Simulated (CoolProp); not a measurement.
Model: reference Helmholtz-energy equation of state, Zhou 2016, in CoolProp.

**Question.** For R245ca, give the phase and the cv (kJ/(kg K)), isothermal compressibility (1/MPa) at 450 K and 9.17 MPa.

**Answer.** 
- 450 K and 9.17 MPa: supercritical; cv 1.20, isothermal compressibility 0.0201
